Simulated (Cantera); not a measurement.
Premixed flame

A freely propagating, adiabatic, planar premixed flame of 22.7 % H2, 16.2 % O2, 61.1 % N2, unburnt at 600 K and 7.50 bar; unity-Lewis-number transport, grid criteria slope 0.08 and curve 0.16, no radiation.

Model: the H2/O2 subset of GRI-Mech 3.0, which has no nitrogen chemistry, integrated in Cantera. The hydrogen kinetics of GRI-Mech 3.0 are dated; newer H2 mechanisms differ, most at raised pressure. Unity Lewis numbers drop preferential diffusion, which matters most where H2 and H carry the flame. Burning velocities carry a grid error of a few per cent, more on coarse grids.

```json
[
 {"z (mm)": "-0.0859", "T (K)": "600", "u (m/s)": "3.66", "x H2": "0.227", "x O2": "0.162", "x H2O": "2.14e-5", "x H": "<1e-8", "x OH": "<1e-8", "x HO2": "5.79e-7"},
 {"z (mm)": "-0.0573", "T (K)": "601", "u (m/s)": "3.66", "x H2": "0.227", "x O2": "0.162", "x H2O": "0.000118", "x H": "<1e-8", "x OH": "<1e-8", "x HO2": "3.20e-6"},
 {"z (mm)": "-0.0430", "T (K)": "604", "u (m/s)": "3.68", "x H2": "0.227", "x O2": "0.162", "x H2O": "0.000529", "x H": "<1e-8", "x OH": "<1e-8", "x HO2": "1.43e-5"},
 {"z (mm)": "-0.0286", "T (K)": "622", "u (m/s)": "3.79", "x H2": "0.225", "x O2": "0.161", "x H2O": "0.00279", "x H": "2.31e-8", "x OH": "6.76e-8", "x HO2": "7.55e-5"},
 {"z (mm)": "-0.0143", "T (K)": "797", "u (m/s)": "4.80", "x H2": "0.204", "x O2": "0.151", "x H2O": "0.0252", "x H": "5.69e-5", "x OH": "5.43e-5", "x HO2": "0.000628"},
 {"z (mm)": "-0.00716", "T (K)": "1120", "u (m/s)": "6.59", "x H2": "0.161", "x O2": "0.130", "x H2O": "0.0716", "x H": "0.00223", "x OH": "0.000949", "x HO2": "0.000775"},
 {"z (mm)": "0", "T (K)": "1514", "u (m/s)": "8.67", "x H2": "0.0905", "x O2": "0.0966", "x H2O": "0.142", "x H": "0.0121", "x OH": "0.00477", "x HO2": "0.000429"},
 {"z (mm)": "0.00716", "T (K)": "1777", "u (m/s)": "9.98", "x H2": "0.0400", "x O2": "0.0703", "x H2O": "0.193", "x H": "0.0163", "x OH": "0.0106", "x HO2": "0.000233"},
 {"z (mm)": "0.0143", "T (K)": "1920", "u (m/s)": "10.7", "x H2": "0.0218", "x O2": "0.0598", "x H2O": "0.214", "x H": "0.0124", "x OH": "0.0136", "x HO2": "0.000147"},
 {"z (mm)": "0.0286", "T (K)": "2058", "u (m/s)": "11.3", "x H2": "0.0119", "x O2": "0.0550", "x H2O": "0.230", "x H": "0.00604", "x OH": "0.0138", "x HO2": "7.92e-5"},
 {"z (mm)": "0.0573", "T (K)": "2159", "u (m/s)": "11.8", "x H2": "0.00614", "x O2": "0.0537", "x H2O": "0.241", "x H": "0.00208", "x OH": "0.0112", "x HO2": "3.73e-5"},
 {"z (mm)": "0.115", "T (K)": "2218", "u (m/s)": "12.0", "x H2": "0.00268", "x O2": "0.0535", "x H2O": "0.248", "x H": "0.000572", "x OH": "0.00790", "x HO2": "1.66e-5"},
 {"z (mm)": "0.229", "T (K)": "2245", "u (m/s)": "12.2", "x H2": "0.00116", "x O2": "0.0537", "x H2O": "0.252", "x H": "0.000165", "x OH": "0.00547", "x HO2": "8.96e-6"}
]
```
x: mole fraction of selected species; z is measured from the peak of heat release.

laminar burning velocity: 366 cm/s
thermal thickness: 0.0286 mm
peak x(H): 0.0164
peak x(OH): 0.0142
peak x(HO2): 0.000839
grid points: 109
